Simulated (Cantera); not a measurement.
A closed system holds: 1 mol MgO, 1.5 mol SO₂, 3 mol O₂, at 1225 °C and 9000 Torr.

These are equilibrium values from Cantera (NASA tables, ideal gas, pure condensed phases), not measurements of a reactor. Candidate condensed phases: Mg, MgO, MgS, MgSO₄, S; 14 gas species. Mutual solubility and eutectic melting of coexisting phases are not modelled. Rates play no part.

Base state: O₂ 0.809, SO₂ 0.171, SO₃ 0.0201 (mole fractions); condensed: MgO(s) + MgSO₄(l).

**Question.** What changes in the equilibrium state with this change: SO₂ from 1.5 to 0.079 mol?

**Answer.** 
```
species        before    after
-------------  ------  -------
O₂              0.809    0.974
SO₂             0.171   0.0228
SO₃            0.0201  0.00294
MgO(s), mol    0.0935     1.00
MgSO₄(l), mol   0.906        0
```
